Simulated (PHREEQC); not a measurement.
A made-up water analysis in mg/L, 25 °C, pH 2.11, pe 9.4:

| constituent | mg/L |
|---|---|
| Na | 26 |
| K | 27.2 |
| Ca | 189 |
| Mg | 4.62 |
| Cl | 106 |
| S(6) as SO4 | 1190 |
| Sr | 13.6 |
| F | 0.0271 |
| Ni | 22.5 |
| Zn | 11.7 |
| Mn(2) | 0.373 |

Cl is adjusted to close the charge balance.
Valence states are taken as typed.

All values are PHREEQC results (ion-association model, wateq4f.dat), not measurements.

Question: The ionic strength comes out as 0.0298 mol/kgw. What activity coefficients do Mn+2, SO4-2, H+, HSO4-, K+ get?

Answer: Mn+2 0.55, SO4-2 0.53, H+ 0.87, HSO4- 0.85, K+ 0.85.

No solid was allowed to form. Species that the database lacks are ignored.
